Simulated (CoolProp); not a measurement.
Saturated liquid density (kg/m³) of nitrogen: the reference equation beside estimates from Tc = -147.0 °C, pc = 33.96 bar, ω = 0.037. Rackett uses Z = 0.29056 − 0.08775 ω.

Values from CoolProp's reference Helmholtz-energy equation of state, Span 2000.

| T (°C) | reference | Rackett | van der Waals | Redlich-Kwong | Soave-Redlich-Kwong | Peng-Robinson |
|---|---|---|---|---|---|---|
| -202.65 | 836.4 | 847.0 | 574.2 | 848.8 | 840.4 | 947.8 |
| -198.15 | 816.7 | 827.4 | 561.0 | 826.4 | 819.2 | 924.8 |
| -193.55 | 795.8 | 806.5 | 546.9 | 801.9 | 795.9 | 899.5 |
| -188.95 | 774.0 | 784.6 | 531.8 | 775.6 | 770.8 | 872.0 |
| -184.45 | 751.7 | 762.2 | 516.2 | 747.9 | 744.4 | 842.7 |
| -179.85 | 727.6 | 737.9 | 499.1 | 717.4 | 715.0 | 810.0 |
| -175.25 | 701.8 | 712.0 | 480.5 | 684.1 | 682.9 | 773.9 |
| -170.75 | 674.5 | 684.5 | 460.7 | 648.5 | 648.2 | 734.7 |
| -166.15 | 643.7 | 653.7 | 438.3 | 608.0 | 608.7 | 689.4 |
| -161.55 | 608.7 | 618.8 | 412.8 | 562.3 | 563.7 | 637.4 |
| -157.05 | 568.0 | 578.5 | 383.6 | 510.2 | 512.0 | 577.0 |
| -152.45 | 513.8 | 525.2 | 345.8 | 443.9 | 445.6 | 499.0 |

Absolute difference from the reference over all 12 rows, mean and median: Rackett 1.5 and 1.4 %, van der Waals 31.7 and 31.5 %, Redlich-Kwong 4.1 and 2.0 %, Soave-Redlich-Kwong 3.9 and 2.2 %, Peng-Robinson 9.3 and 10.8 %.
